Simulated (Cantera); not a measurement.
Input: 1 mol TiO2, 2.4 mol Al2O3, 8.6 mol O2, equilibrated at 133 Pa.

Method: chemical equilibrium by Gibbs-energy minimisation in Cantera with the NASA 1993 tables (ideal gas, pure condensed phases). Candidate condensed phases: Al, Al2O3, Ti, TiO, TiO2, Ti2O3, Ti3O5, Ti4O7; 12 gas species. Mutual solubility and eutectic melting of coexisting phases are not modelled. Condensed phases not in the tables: mixed aluminates and titanates, alloys, solid solutions and most ternary compounds. The numbers say what is thermodynamically allowed, not how fast it happens. All values below are at 2048 K.

Base state: O2 0.974, O 0.0259, TiO2 0.000381 (mole fractions); condensed: Al2O3(s) + TiO2(rutile).

Problem. What changes in the equilibrium state with this change: pressure from 133 Pa to 10000 Pa?

Solution. 
```
species              before    after
-----------------  --------  -------
O2                    0.974    0.997
O                    0.0259  0.00303
TiO2               0.000381  5.08e-6
Al2O3(s), mol          2.40     2.40
TiO2(rutile), mol     0.997    1.000
```
